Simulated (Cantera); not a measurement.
A Cantera script and what it prints.

```python
import numpy as np
import cantera as ct

gas_names = """
    H H2 H2S Ni NiS S SH S2 S8
""".split()
cond_names = """
    Ni(cr) Ni(L) NiS(b) NiS(a) NiS(L) NiS2(s) NiS2(L) Ni3S2(I) Ni3S2(II) Ni3S2(L) Ni3S4(s) S(cr1) S(cr2)
    S(L)
""".split()


# ... load() reads the species with a 1 bar reference pressure and builds the phases ...
atoms = {
    'NiS': {'Ni': 1, 'S': 1},
    'H2': {'H': 2},
}
top_T = {'Ni3S4(s)': 620}  # K; cautious upper limits of use, not melting points


# ... equilibrate(T, P, feed) seeds the gas with the atoms and calls Mixture.equilibrate('TP', solver="vcs", rtol=1e-11, max_steps=5000) ...
results = []
feed = {'NiS': 1, 'H2': 740}  # mol
T = 675  # K
P = 210000  # Pa
mix = equilibrate(T, P, feed)
results.append((T, P, feed, dict(zip(mix.species_names, mix.species_moles))))
print(gas.report(threshold=1e-05))
for i in range(1, mix.n_phases):
    print(f"{mix.phase(i).name:16s} {mix.phase_moles(i):12.5e} mol")
```

It prints:

```
       temperature   675 K
          pressure   2.1e+05 Pa
           density   0.075975 kg/m^3
  mean mol. weight   2.0304 kg/kmol
   phase of matter   gas

                          1 kg             1 kmol
                     ---------------   ---------------
          enthalpy        5.4225e+06         1.101e+07  J
   internal energy        2.6584e+06        5.3977e+06  J
           entropy             73115        1.4846e+05  J/K
    Gibbs function        -4.393e+07       -8.9198e+07  J
 heat capacity c_p             14435             29309  J/K
 heat capacity c_v             10340             20995  J/K

                      mass frac. Y      mole frac. X     chem. pot. / RT
                     ---------------   ---------------   ---------------
                H2           0.99244           0.99955           -15.884
               H2S         0.0075597        0.00045045           -36.478
     [   +7 minor]        2.3161e-12        1.4621e-13

Ni(cr)            0.00000e+00 mol
NiS(a)            0.00000e+00 mol
NiS2(s)           0.00000e+00 mol
Ni3S2(I)          3.33333e-01 mol
S(L)              0.00000e+00 mol
```

Method: chemical equilibrium by Gibbs-energy minimisation in Cantera with the NASA 1993 tables (ideal gas, pure condensed phases).
